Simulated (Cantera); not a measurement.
Mixture: 6.45 % CH₄, 14.8 % O₂, 59.4 % N₂, 19.4 % CO₂, equivalence ratio 0.87, at 900 Torr, adiabatic and at constant pressure. Ignition delay is the time to a rise of 400 K.

Detailed kinetics in Cantera: GRI-Mech 3.0 (53 species, 325 reactions).

Task: At T0 = 1550 K, what is the delay, and which 8 reactions control it most (d ln τ / d ln k, from doubling and halving each rate constant)?

Result: The delay is 0.861 ms.
```csv
reaction,d ln τ / d ln k,faster rate
CH3 + O2 <=> CH3O + O,-0.44,shortens it
H + O2 <=> O + OH,-0.40,shortens it
2 CH3 (+M) <=> C2H6 (+M),0.29,lengthens it
CH4 + H <=> CH3 + H2,0.27,lengthens it
CH3 + O2 <=> CH2O + OH,-0.16,shortens it
CH3 + HO2 <=> CH3O + OH,-0.15,shortens it
2 CH3 <=> C2H5 + H,-0.14,shortens it
CH4 + OH <=> CH3 + H2O,0.09,lengthens it
```
